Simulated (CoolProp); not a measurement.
A simple Rankine cycle with benzene: condensing at 316.15 K, boiler at 0.117 MPa, turbine inlet 397.9 K, turbine efficiency 0.8, pump efficiency 0.8, no recuperator. Each further row changes one setting.

Model: reference Helmholtz-energy equation of state, Thol 2012, in CoolProp.

| case | thermal efficiency (%) | net work (kJ/kg) | heat in (kJ/kg) | turbine exit temperature (K) | volume ratio over the turbine |
|---|---|---|---|---|---|
| as stated | 8.7 | 45.4 | 523 | 362.9 | 3.95 |
| turbine inlet 417.9 K | 8.7 | ? | ? | ? | ? |
| condensing temperature 308.15 K | 10.3 | 55.2 | 537 | 355.1 | ? |
| boiler pressure 0.0819 MPa | ? | 34.9 | ? | 371.7 | 2.81 |
| turbine efficiency 0.7 | 7.6 | 39.7 | 523 | 367.2 | 3.99 |

Question: What belongs in the gaps?

Answer: 
- turbine inlet 417.9 K, net work (kJ/kg): 48.0
- turbine inlet 417.9 K, heat in (kJ/kg): 553
- turbine inlet 417.9 K, turbine exit temperature (K): 383.2
- turbine inlet 417.9 K, volume ratio over the turbine: 3.96
- condensing temperature 308.15 K, volume ratio over the turbine: 5.38
- boiler pressure 0.0819 MPa, thermal efficiency (%): 6.7
- boiler pressure 0.0819 MPa, heat in (kJ/kg): 524
